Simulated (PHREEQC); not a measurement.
Solution (71 °C): 68 mmol/kgw HF. It is in equilibrium with CO2 at log p = -2 (atm). Otherwise closed; pH follows from the charge balance.

All values are PHREEQC results (ion-association model, wateq4f.dat), not measurements.

This is a speciation only: nothing precipitates in the calculation.

Task: Predict the pH.

Result: pH 2.35.

Task: In which forms is F present?

Result: HF 87 %, F- 5.7 %, H2F2 4.5 %, HF2- 2.9 % of the F.

At this temperature some constants are extrapolated from 25 °C, and those without enthalpy data are left unchanged.
